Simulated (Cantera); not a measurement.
**Ignition delay**

Mixture: 7.81 % CH4, 15.6 % O2, 76.6 % N2, equivalence ratio 1.0, at 1.00 bar, adiabatic and at constant volume. Ignition delay is the time to a rise of 400 K.

Computed with Cantera and GRI-Mech 3.0 (53 species, 325 reactions).

| T0 (K) | delay (ms) |
|---|---|
| 1248 | 28.7 |
| 1298 | 14.7 |
| 1348 | 7.79 |
| 1398 | 4.26 |
| 1448 | 2.41 |
| 1498 | 1.42 |

```json
{
 "apparent activation energy between 1398 and 1498 K": "190 kJ/mol"
}
```
